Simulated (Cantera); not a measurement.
Feed: 1 mol Ni, a varied amount of H2S, 15 mol N2, held at 1625 K and 1.20 bar.

Equilibrium computed with Cantera from the NASA thermochemical tables; the gas is ideal and each condensed phase is pure. Candidate condensed phases: Ni, NiS, NiS2, Ni3S2, Ni3S4, S; 17 gas species. Metal and sulfide melt together well below either melting point, which pure phases cannot show. Mutual solubility and eutectic melting of coexisting phases are not modelled. Kinetics and transport are ignored.

**Question.** Which condensed phases are stable at each of these points (n(H2S) (mol)): 0.098, 0.12, 0.15, 0.19, 0.23, 0.29, 0.36, 0.45, 0.56, 0.69, 0.86, 1.1, 1.3?

**Answer.** 
```csv
n(H2S) (mol),condensed phases,Ni condensed (%)
0.098,Ni(s) + Ni3S2(l),100.0
0.12,Ni(s) + Ni3S2(l),100.0
0.15,Ni(s) + Ni3S2(l),100.0
0.19,Ni(s) + Ni3S2(l),100.0
0.23,Ni(s) + Ni3S2(l),100.0
0.29,Ni(s) + Ni3S2(l),100.0
0.36,Ni(s) + Ni3S2(l),100.0
0.45,Ni(s) + Ni3S2(l),100.0
0.56,Ni(s) + Ni3S2(l),100.0
0.69,Ni3S2(l),100.0
0.86,Ni3S2(l),100.0
1.1,Ni3S2(l),100.0
1.3,Ni3S2(l),100.0
```

From 0.098 mol H2S to 0.56 mol H2S the condensed part is Ni(s) + Ni3S2(l). From 0.69 mol H2S to 1.3 mol H2S the condensed part is Ni3S2(l).
